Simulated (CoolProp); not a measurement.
Vapour pressure (bar) of hydrogen sulfide: the reference equation beside estimates from Tc = 373.1 K, pc = 89.99 bar, ω = 0.101. Clausius-Clapeyron is anchored at 307.8 K with a constant enthalpy of vaporisation of 13.44 kJ/mol.

Computed with CoolProp (reference Helmholtz-energy equation of state, Lemmon 2006). It is a short technical equation, of lower accuracy than the large ones.

| T (K) | reference | Lee-Kesler | Clausius-Clapeyron | van der Waals | Redlich-Kwong | Soave-Redlich-Kwong | Peng-Robinson |
|---|---|---|---|---|---|---|---|
| 284.6 | 14.24 | 14.27 | 16.53 | 27.57 | 15.62 | 14.32 | [?] |
| 289.2 | 16.09 | 16.12 | 18.10 | 29.76 | 17.60 | [?] | 16.07 |
| 293.8 | [?] | 18.13 | [?] | 32.05 | 19.76 | 18.24 | 18.09 |
| 298.5 | 20.35 | 20.37 | 21.54 | 34.51 | [?] | 20.52 | 20.34 |
| 303.1 | 22.73 | 22.76 | 23.38 | 37.02 | 24.66 | 22.95 | 22.73 |
| 307.8 | 25.36 | 25.39 | 25.36 | 39.71 | 27.43 | 25.63 | 25.38 |
| 312.4 | 28.15 | 28.17 | 27.40 | 42.45 | 30.34 | 28.47 | 28.19 |
| 317 | 31.15 | 31.17 | 29.54 | 45.31 | 33.45 | 31.52 | 31.22 |
| 321.7 | 34.45 | 34.46 | 31.82 | 48.35 | 36.85 | 34.88 | 34.55 |
| 326.3 | 37.92 | 37.92 | 34.16 | 51.45 | 40.39 | 38.41 | 38.05 |
| 331 | 41.72 | 41.72 | 36.65 | 54.74 | 44.24 | 42.27 | 41.89 |

Q: What belongs in the gaps?

A: 
- 284.6, Peng-Robinson: 14.23
- 289.2, Soave-Redlich-Kwong: 16.20
- 293.8, reference: 18.11
- 293.8, Clausius-Clapeyron: 19.75
- 298.5, Redlich-Kwong: 22.14

Absolute difference from the reference over all 11 rows, mean and median: Lee-Kesler 0.1 and 0.1 %, Clausius-Clapeyron 7.6 and 7.6 %, van der Waals 58.9 and 56.6 %, Redlich-Kwong 8.0 and 8.2 %, Soave-Redlich-Kwong 1.0 and 1.1 %, Peng-Robinson 0.2 and 0.1 %.
